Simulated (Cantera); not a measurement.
Input (Python, Cantera) and output of one run.

```python
import numpy as np
import cantera as ct

gas_names = """
    CL CLO CL2 N NO NO2 NO3 N2 N2O O O2 O3 Si SiCL SiCL2 SiCL3 SiCL4 SiN SiO SiO2 Si2 Si2N Si3
""".split()
cond_names = """
    Si(cr) Si(L) SiO2(Lqz) SiO2(hqz) SiO2(L) Si2N2O(s) Si3N4(a)
""".split()


def load(file, names, dense=False):
    # The tables refer to 1 bar. Condensed volumes are neglected.
    table = {s.name: s for s in ct.Species.list_from_file(file)}
    out = []
    for n in names:
        d = dict(table[n].input_data)
        d["thermo"] = dict(d["thermo"], **{"reference-pressure": 1e5})
        if dense:
            d["equation-of-state"] = {"model": "constant-volume", "density": "1e6 g/cm^3"}
        out.append(ct.Species.from_dict(d))
    return out


gas = ct.Solution(thermo="ideal-gas", species=load("nasa_gas.yaml", gas_names))
cond = {s.name: ct.Solution(thermo="fixed-stoichiometry", species=[s], name=s.name)
        for s in load("nasa_condensed.yaml", cond_names, dense=True)}
atoms = {
    'SiCl4': {'Si': 1, 'CL': 4},
    'O2': {'O': 2},
    'N2': {'N': 2},
}
top_T = {'Si2N2O(s)': 2100, 'Si3N4(a)': 2400}  # K; cautious upper limits of use, not melting points


def equilibrate(T, P, feed):
    n = {}
    for name, mol in feed.items():
        for a, k in atoms[name].items():
            n[a] = n.get(a, 0.0) + k * mol
    gas.TPX = T, P, n
    mass = sum(n.values()) * gas.mean_molecular_weight
    gas.equilibrate("TP")
    valid = [c for c in cond.values() if c.min_temp <= T <= top_T.get(c.name, c.max_temp)]
    mix = ct.Mixture([(gas, mass / gas.mean_molecular_weight)] + [(c, 0.0) for c in valid])
    mix.T, mix.P = T, P
    mix.equilibrate("TP", solver="vcs", rtol=1e-11, max_steps=5000)
    return mix


results = []
feed = {'SiCl4': 1, 'O2': 0.056, 'N2': 5.2}  # mol
T = 1698  # K
P = 57000  # Pa
mix = equilibrate(T, P, feed)
results.append((T, P, feed, dict(zip(mix.species_names, mix.species_moles))))
print(gas.report(threshold=0.001))
for i in range(1, mix.n_phases):
    print(f"{mix.phase(i).name:16s} {mix.phase_moles(i):12.5e} mol")
```

Output:

```
       temperature   1698 K
          pressure   57000 Pa
           density   0.20036 kg/m^3
  mean mol. weight   49.626 kg/kmol
   phase of matter   gas

                          1 kg             1 kmol
                     ---------------   ---------------
          enthalpy       -7.2524e+05       -3.5991e+07  J
   internal energy       -1.0097e+06       -5.0109e+07  J
           entropy            5927.2        2.9414e+05  J/K
    Gibbs function        -1.079e+07       -5.3545e+08  J
 heat capacity c_p            922.59             45785  J/K
 heat capacity c_v            755.05             37470  J/K

                      mass frac. Y      mole frac. X     chem. pot. / RT
                     ---------------   ---------------   ---------------
                CL          0.015414          0.021577           -18.142
               CL2          0.010493         0.0073446           -36.284
                N2           0.46395           0.82188            -27.16
             SiCL4           0.50784           0.14835           -100.28
     [  +19 minor]         0.0023055          0.000854

Si(L)             0.00000e+00 mol
SiO2(L)           5.59981e-02 mol
Si2N2O(s)         0.00000e+00 mol
Si3N4(a)          0.00000e+00 mol
```

Equilibrium computed with Cantera from the NASA thermochemical tables; the gas is ideal and each condensed phase is pure. The tables' values for SiCl3 are old estimates; treat these amounts as uncertain. The tables hold silica as quartz up to 1696 K and as liquid above; real silica turns to tridymite and cristobalite and melts near 1996 K.
